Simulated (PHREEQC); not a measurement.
Make-up at 90 °C: 0.044 mol HBr, 0.21 mol CaCl2 and 0.0085 mol KCl per kg of water. Closed to the air; pH follows from the charge balance.

The numbers come from PHREEQC with the ion-association model, wateq4f.dat.

Each row changes one thing in this solution. Precipitation was switched off in this run.

| case | pH | ionic strength (mol/kgw) | SI of Portlandite (Ca(OH)2) |
|---|---|---|---|
| as made | 1.49 | 0.682 | -17.13 |
| HBr replaced by ZnBr2 at the same molality | 4.91 | 0.701 | [?] |
| diluted 2-fold with water | 1.78 | 0.341 | -16.79 |
| CaCl2 from 0.21 to 0.021 mol/kgw | 1.45 | 0.116 | -17.99 |
| KCl left out | 1.49 | 0.674 | -17.13 |
| CaCl2 from 0.21 to 0.231 mol/kgw | 1.50 | 0.746 | [?] |
| HBr replaced by NH4Br at the same molality | 4.63 | 0.682 | [?] |

Fill in the missing entries.


- HBr replaced by ZnBr2 at the same molality, SI of Portlandite (Ca(OH)2): -10.30
- CaCl2 from 0.21 to 0.231 mol/kgw, SI of Portlandite (Ca(OH)2): -17.09
- HBr replaced by NH4Br at the same molality, SI of Portlandite (Ca(OH)2): -10.85

The ionic strength passes 0.7 mol/kgw, the rough limit of the ion-association models, in HBr replaced by ZnBr2 at the same molality; CaCl2 from 0.21 to 0.231 mol/kgw. Constants without temperature data keep their 25 °C values here.
